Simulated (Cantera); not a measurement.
Aluminium and copper etching: Cu + F2 + N2

Feed: 1 mol Cu, a varied amount of F2, 0.49 mol N2, equilibrated at 850 K and 4.00 Pa.

These are equilibrium values from Cantera (NASA tables, ideal gas, pure condensed phases), not measurements of a reactor. Candidate condensed phases: Cu, CuF2; 11 gas species. Kinetics and transport are ignored.

```csv
n(F2) (mol),log p N2,log p F,log p F2,log p CuF,log p CuF2,log p NF3,log p NF2,n Cu(s),n CuF2(s)
0.84,-4.40,-14.34,<-16,-7.15,-7.28,<-16,<-16,0.160,0.839
1,-4.40,-10.75,<-16,-10.75,-7.28,<-16,<-16,0,0.999
1.3,-4.73,-4.70,-5.87,<-16,-7.28,-10.36,-12.94,0,0.999
1.5,-4.86,-4.62,-5.70,<-16,-7.28,-10.18,-12.84,0,0.998
1.9,-5.04,-4.55,-5.57,<-16,-7.28,-10.07,-12.80,0,0.997
2.3,-5.17,-4.52,-5.51,<-16,-7.28,-10.05,-12.80,0,0.996
2.8,-5.29,-4.50,-5.47,<-16,-7.28,-10.05,-12.82,0,0.995
3.4,-5.39,-4.49,-5.45,<-16,-7.28,-10.06,-12.85,0,0.994
4.2,-5.51,-4.48,-5.43,<-16,-7.28,-10.09,-12.89,0,0.992
5.1,-5.61,-4.47,-5.42,<-16,-7.28,-10.12,-12.93,0,0.989
6.2,-5.70,-4.47,-5.40,<-16,-7.28,-10.15,-12.96,0,0.987
```
log p: log10 of the partial pressure in bar; n: condensed amount in mol.

At 0.84 mol F2 the condensed part is Cu(s) + CuF2(s). From 1 mol F2 to 6.2 mol F2 the condensed part is CuF2(s). The main Cu-bearing gas is CuF at 0.84 mol F2 and CuF2 at 6.2 mol F2.
